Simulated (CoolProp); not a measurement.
Values from CoolProp's reference Helmholtz-energy equation of state, Lemmon 2006. It is a short technical equation, of lower accuracy than the large ones.

Task: Give the vapour pressure (MPa), enthalpy of vaporisation (kJ/kg), liquid cp (kJ/(kg K)) of saturated C2F6 (R116) at -73.55 °C.

Result: 
```json
[
 {"T (°C)": "-73.55", "p (MPa)": "0.129", "enthalpy of vaporisation (kJ/kg)": "115", "liquid cp (kJ/(kg K))": "0.953"}
]
```
